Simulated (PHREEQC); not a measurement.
Solution (5 °C): 0.0025 mol Na2SiO3 per kg of water. Closed to the air; pH follows from the charge balance.

Model: ion-association model, wateq4f.dat, run in PHREEQC.

The pH comes out as 12.09 and the ionic strength is 0.00506 mol/kgw. The total alkalinity is 5.00 meq/kg.

```json
[
 {"species": "Na+", "molality": "0.00500", "activity": "0.00465", "log γ": "-0.032"},
 {"species": "OH-", "molality": "0.00247", "activity": "0.00229", "log γ": "-0.033"},
 {"species": "H3SiO4-", "molality": "0.00242", "activity": "0.00224", "log γ": "-0.032"},
 {"species": "H2SiO4-2", "molality": "5.79e-5", "activity": "4.34e-5", "log γ": "-0.125"},
 {"species": "H4SiO4", "molality": "2.72e-5", "activity": "2.73e-5", "log γ": "0.001"}
]
```

No solid was allowed to form. Away from 25 °C the constants follow the database's enthalpies or fits; those with neither stay at their 25 °C values.
